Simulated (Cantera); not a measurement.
A perfectly stirred reactor is fed with 11.7 % CO, 0.433 % H2, 4.57 % CH4, 15.2 % O2, 57.2 % N2, 10.9 % H2O, equivalence ratio 1.00, at 1.01 bar; it is adiabatic with a 325 K inlet, and is followed from long to short residence time, starting on the burning branch (τ in s: 0.19, 0.087, 0.04, 0.018, 0.0085, 0.0039, 0.0018, 0.00083, 0.00038, 0.00018, 8.1e-05, 3.7e-05, 1.7e-05).

Detailed kinetics in Cantera: GRI-Mech 3.0 (53 species, 325 reactions).

Problem. Predict: blow-out, bracketed by the residence times tried; x(CO) at τ = 0.190 s; x(H2) at τ = 0.190 s; x(CH4) at τ = 0.190 s; x(H2O) at τ = 0.190 s; x(HO2) at τ = 0.190 s; x(CO) at τ = 1.80 ms; x(H2) at τ = 1.80 ms; x(CH4) at τ = 1.80 ms; x(H2O) at τ = 1.80 ms; x(HO2) at τ = 1.80 ms.

Solution. 
```json
{
 "blow_out_bracketed_by_the_residence_times_tried": "burning at 0.180 ms, out at 81.0 µs",
 "x(CO) at τ = 0.190 s": "0.0115",
 "x(H2) at τ = 0.190 s": "0.00297",
 "x(CH4) at τ = 0.190 s": "1.67e-6",
 "x(H2O) at τ = 0.190 s": "0.212",
 "x(HO2) at τ = 0.190 s": "6.32e-7",
 "x(CO) at τ = 1.80 ms": "0.0311",
 "x(H2) at τ = 1.80 ms": "0.00928",
 "x(CH4) at τ = 1.80 ms": "4.80e-5",
 "x(H2O) at τ = 1.80 ms": "0.198",
 "x(HO2) at τ = 1.80 ms": "6.00e-6"
}
```
